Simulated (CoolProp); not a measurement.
Tetradecamethylhexasiloxane (MD4M) at 292.95 K and 4.55 MPa is throttled through a valve to 0.653 MPa with no heat exchange. Each further row changes one setting.

Model: reference Helmholtz-energy equation of state, Thol 2019, in CoolProp.

| case | temperature change (K) | final density (kg/m³) |
|---|---|---|
| as stated | … | 891 |
| outlet pressure 0.196 MPa | … | 890 |
| outlet pressure 0.849 MPa | … | 891 |

### Question
Complete the blanks.

### Answer

- as stated, temperature change (K): +1.8
- outlet pressure 0.196 MPa, temperature change (K): +2.0
- outlet pressure 0.849 MPa, temperature change (K): +1.7
